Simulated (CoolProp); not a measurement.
Vapour pressure (kPa) of sulfur hexafluoride: the reference equation beside estimates from Tc = 318.7 K, pc = 3755 kPa, ω = 0.210. Clausius-Clapeyron is anchored at 241.5 K with a constant enthalpy of vaporisation of 14.98 kJ/mol.

Computed with CoolProp (reference Helmholtz-energy equation of state, Guder 2009).

```tsv
T (K)	reference	Lee-Kesler	Clausius-Clapeyron	van der Waals	Redlich-Kwong	Soave-Redlich-Kwong	Peng-Robinson
230.6	308.6	314.6	326.4	889.0	431.3	314.6	312.6
236.1	381.2	388.5	391.6	998.6	520.2	388.7	385.5
241.5	464.4	473.0	464.4	1114	619.4	473.7	469.1
246.9	560.5	570.2	546.7	1238	731.2	571.9	565.6
252.4	672.9	683.6	640.9	1373	858.7	686.6	678.6
257.8	798.7	810.3	744.3	1514	998.1	815.2	805.1
263.3	943.9	956.0	861.2	1667	1155	963.5	951.4
268.7	1105	1117	988.2	1826	…	1128	1113
274.1	1285	1297	1128	1995	1512	…	…
279.6	1490	1501	…	2176	1719	1520	1502
285	1714	1724	1450	…	1940	1747	…
290.5	1966	1976	1634	2564	2184	2002	1983
295.9	2241	2250	1830	2771	2442	2278	2259
301.4	2550	2558	2045	2991	2725	2587	2569
```

Q: Some entries are withheld; supply them.

A: 
- 268.7, Redlich-Kwong: 1325
- 274.1, Soave-Redlich-Kwong: 1311
- 274.1, Peng-Robinson: 1295
- 279.6, Clausius-Clapeyron: 1283
- 285, van der Waals: 2363
- 285, Peng-Robinson: 1728

Absolute difference from the reference over all 14 rows, mean and median: Lee-Kesler 1.2 and 1.2 %, Clausius-Clapeyron 9.9 and 9.7 %, van der Waals 82.6 and 70.9 %, Redlich-Kwong 22.0 and 21.1 %, Soave-Redlich-Kwong 1.9 and 2.0 %, Peng-Robinson 0.9 and 0.8 %.
